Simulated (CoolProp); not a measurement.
Vapour-liquid equilibrium of carbon dioxide (1) + sulfur dioxide (2) at 274.1 K; x and y are mole fractions of (1).

Model: multi-fluid Helmholtz-energy mixture model, Span 1996 and Gao 2016; pair parameters Bell 2016, in CoolProp.

**Question.** Give the bubble pressure and the first vapour's composition at x = 0.05, 0.45, 0.85. Is there an azeotrope?

**Answer.** x = 0.05: 357.3 kPa, y = 0.554; x = 0.45: 1774 kPa, y = 0.927; x = 0.85: 2977 kPa, y = 0.978. No azeotrope shows between x = 0.05 and 0.95.

The pair parameters rest on a limited set of measurements; away from them the model extrapolates. The gap from Raoult's law changes sign with composition, which may be real or a fault of the pair parameters; it wasn't checked against measurements.
